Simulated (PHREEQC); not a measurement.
Consider water at 25 °C with 1.7 mol/kgw Na2CO3, 0.032 mol/kgw Na2SO4 and 1.2 mol/kgw NaCl. Closed to the air; pH follows from the charge balance.

Model: Pitzer model, pitzer.dat, run in PHREEQC.

Each row changes one thing in this solution. No solid was allowed to form.

```
case                                   pH  ionic strength (mol/kgw)  SI of Mirabilite (Na2SO4:10H2O)  SI of Thenardite (Na2SO4)
----------------------------------  -----  ------------------------  -------------------------------  -------------------------
as made                             11.76                      6.39                            -1.65                      -2.09
NaCl left out                       11.84                      5.19                            -1.75                      -2.41
Na2CO3 left out                      6.92                      1.30                            -1.80                      -2.56
temperature from 25 to 5 °C         12.19                      6.39                            -0.82                      -2.40
temperature from 25 to 80 °C        11.09                      6.36                            -2.99                      -1.60
temperature from 25 to 10 °C        12.07                      6.39                            -1.04                      -2.31
Na2SO4 from 0.032 to 0.016 mol/kgw  11.76                      6.34                            -1.95                      -2.39
Na2CO3 from 1.7 to 0.85 mol/kgw     11.56                      3.84                            -1.68                      -2.29
```

Species that the database lacks are ignored. In brines, pH and single-ion activities rest on the MacInnes convention. At this temperature some constants are extrapolated from 25 °C, and those without enthalpy data are left unchanged.
